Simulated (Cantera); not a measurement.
Input (Python, Cantera):

```python
import numpy as np
import cantera as ct

gas = ct.Solution("gri30.yaml")
gas.TPX = 1300, 71000, {'H2': 1, 'O2': 0.714, 'N2': 2.69, 'NO': 0.0072}
reactor = ct.IdealGasConstPressureReactor(gas, energy="on", clone=False)
net = ct.ReactorNet([reactor])
net.rtol, net.atol = 1e-08, 1e-16
show = ['H2', 'O2', 'NO', 'NO2', 'HO2', 'OH']
times = np.geomspace(3e-06, 1, 16)

steps = ct.SolutionArray(gas, extra=["t"])
rows = []
print(f"{'t/s':>10s}{'T/K':>9s}{'P/Pa':>11s}" + "".join(f"{s:>11s}" for s in show))
for t in times:
    while net.time < t:
        t_next = net.step()
        steps.append(gas.state, t=t_next)
    rows.append([np.interp(t, steps.t, y) for y in (steps.T, steps.P, *steps(*show).X.T)])
    print(f"{t:10.3e}{rows[-1][0]:9.1f}{rows[-1][1]:11.4g}" + "".join(f"{x:11.3e}" for x in rows[-1][2:]))
rate = np.gradient(steps.T, steps.t)
print("integrator steps:", len(steps.t))
if steps.T.max() > steps.T[0] + 200:
    print(f"time of steepest temperature rise: {steps.t[rate.argmax()]:.4e} s")
gas.TPX = 1300, 71000, {'H2': 1, 'O2': 0.714, 'N2': 2.69, 'NO': 0.0072}
gas.equilibrate("HP")
print(f"equilibrium (HP): T = {gas.T:.1f} K  " + "  ".join(f"{s} {gas[s].X[0]:.3e}" for s in show))
```

Result:

```
       t/s      T/K       P/Pa         H2         O2         NO        NO2        HO2         OH
 3.000e-06   1300.0    7.1e+04  2.267e-01  1.619e-01  1.632e-03  1.359e-09  3.106e-08  5.183e-09
 7.003e-06   1300.0    7.1e+04  2.267e-01  1.619e-01  1.632e-03  7.479e-09  8.199e-08  3.711e-08
 1.635e-05   1300.0    7.1e+04  2.267e-01  1.618e-01  1.632e-03  9.458e-08  1.061e-06  1.752e-06
 3.817e-05   1427.9    7.1e+04  1.087e-01  1.089e-01  1.642e-03  1.373e-07  4.270e-05  8.622e-03
 8.910e-05   2119.5    7.1e+04  2.980e-02  5.749e-02  1.775e-03  1.823e-07  1.101e-05  2.630e-02
 2.080e-04   2449.7    7.1e+04  2.022e-02  5.317e-02  1.938e-03  3.484e-07  6.921e-06  2.760e-02
 4.856e-04   2608.7    7.1e+04  1.319e-02  5.151e-02  2.421e-03  7.484e-07  8.839e-06  2.452e-02
 1.134e-03   2622.8    7.1e+04  1.243e-02  5.092e-02  3.535e-03  1.151e-06  9.182e-06  2.390e-02
 2.646e-03   2620.4    7.1e+04  1.242e-02  4.993e-02  5.764e-03  1.863e-06  9.003e-06  2.362e-02
 6.178e-03   2616.7    7.1e+04  1.242e-02  4.844e-02  9.151e-03  2.925e-06  8.730e-06  2.321e-02
 1.442e-02   2613.9    7.1e+04  1.241e-02  4.732e-02  1.171e-02  3.711e-06  8.525e-06  2.290e-02
 3.367e-02   2613.4    7.1e+04  1.241e-02  4.711e-02  1.218e-02  3.852e-06  8.488e-06  2.284e-02
 7.860e-02   2613.4    7.1e+04  1.241e-02  4.711e-02  1.219e-02  3.854e-06  8.488e-06  2.284e-02
 1.835e-01   2613.4    7.1e+04  1.241e-02  4.711e-02  1.219e-02  3.854e-06  8.488e-06  2.284e-02
 4.284e-01   2613.4    7.1e+04  1.241e-02  4.711e-02  1.219e-02  3.854e-06  8.488e-06  2.284e-02
 1.000e+00   2613.4    7.1e+04  1.241e-02  4.711e-02  1.219e-02  3.854e-06  8.488e-06  2.284e-02
integrator steps: 1275
time of steepest temperature rise: 3.9377e-05 s
equilibrium (HP): T = 2613.4 K  H2 1.241e-02  O2 4.711e-02  NO 1.219e-02  NO2 3.854e-06  HO2 8.488e-06  OH 2.284e-02
```

Computed with Cantera and GRI-Mech 3.0 (53 species, 325 reactions). The mechanism lacks 2 NO + O2 → 2 NO2 and HONO, so NO2 and the effect of NO are under-described below about 1400 K.
